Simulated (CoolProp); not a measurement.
Vapour-liquid equilibrium of C3F8 (R218) (1) + R134a (2) at 215.8 K; x and y are mole fractions of (1).

Computed with CoolProp (multi-fluid Helmholtz-energy mixture model, Lemmon 2006 and Tillner-Roth 1994; pair parameters Bell 2016).

```csv
x,bubble pressure (MPa),y at the bubble point,dew pressure at overall composition x (MPa),liquid density (mol/L)
0.05,0.02738,0.339,0.01977,13.95
0.125,0.03508,0.510,0.02132,13.36
0.2,0.03913,0.579,0.02313,12.81
0.275,0.04121,0.613,0.02525,12.30
0.35,0.04224,0.631,0.02778,11.83
0.425,0.04277,0.642,0.03082,11.39
0.5,0.04307,0.650,0.03450,10.99
0.575,0.04327,0.659,0.03888,10.61
0.65,0.04339,0.671,0.04306,10.27
0.725,0.04335,0.690,0.04290,9.952
0.8,0.04294,0.722,0.04121,9.660
0.875,0.04177,0.777,0.03923,9.390
0.95,0.03912,0.879,0.03723,9.141
```

y crosses x between x = 0.65 and 0.725: the model has an azeotrope there.

Pair parameters are fitted to limited data, so mixtures are less certain than the pure fluids. With so large a gap from Raoult's law the liquid may split in two, which this calculation doesn't test in full.
